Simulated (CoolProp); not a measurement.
Values from CoolProp's reference Helmholtz-energy equation of state, Lemmon 2006. It is a short technical equation, of lower accuracy than the large ones.

Give the vapour pressure (bar), vapour density (kg/m³), liquid cp (kJ/(kg K)), liquid viscosity (µPa s) of saturated C3F8 (R218) at -57.15, -47.15, 3.05 °C.


```json
[
 {"T (°C)": "-57.15", "p (bar)": "0.364", "vapour density (kg/m³)": "3.91", "liquid cp (kJ/(kg K))": "0.932", "liquid viscosity (µPa s)": "622"},
 {"T (°C)": "-47.15", "p (bar)": "0.618", "vapour density (kg/m³)": "6.43", "liquid cp (kJ/(kg K))": "0.952", "liquid viscosity (µPa s)": "520"},
 {"T (°C)": "3.05", "p (bar)": "4.57", "vapour density (kg/m³)": "43.9", "liquid cp (kJ/(kg K))": "1.08", "liquid viscosity (µPa s)": "234"}
]
```

Viscosity comes from a separate model (Huber 2003), an estimate that may be off by 10 % or more.
